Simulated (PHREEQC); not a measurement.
**Polishing slurry liquid: an equilibrium model**

A solution holds 2 mmol/kgw NH3 and 4.4 mmol/kgw KH2PO4, at 25 °C. Closed to the air; pH follows from the charge balance.

Equilibrium calculation in PHREEQC: ion-association model, phreeqc.dat.

This is a speciation only: nothing precipitates in the calculation.

Question: Predict the pH.

Answer: pH 7.00.

Question: In which forms is P present?

Answer: H2PO4- 55 %, HPO4-2 45 % of the P.
